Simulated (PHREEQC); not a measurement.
Make-up at 35 °C: 0.0011 mol/kgw Cu(NO3)2, 0.00097 mol/kgw HCl and 4e-05 mol/kgw FeCl3. Closed to the air; pH follows from the charge balance.

Model: ion-association model, wateq4f.dat, run in PHREEQC.

Precipitation was switched off in this run.

Q: Order these Fe species by the share of Fe that they hold, largest first: Fe(OH)2+, Fe+3, FeCl+2, Fe2(OH)2+4, FeOH+2.

A: FeOH+2 (66 %), Fe(OH)2+ (27 %), Fe+3 (7.5 %), FeCl+2 (0.23 %), Fe2(OH)2+4 (0.11 %)

The pH is 3.02 and the ionic strength 0.00442 mol/kgw. Examples of supersaturated solids here: Hematite (slow to form), Goethite (slow to form). Others may be too. Species that the database lacks are ignored.
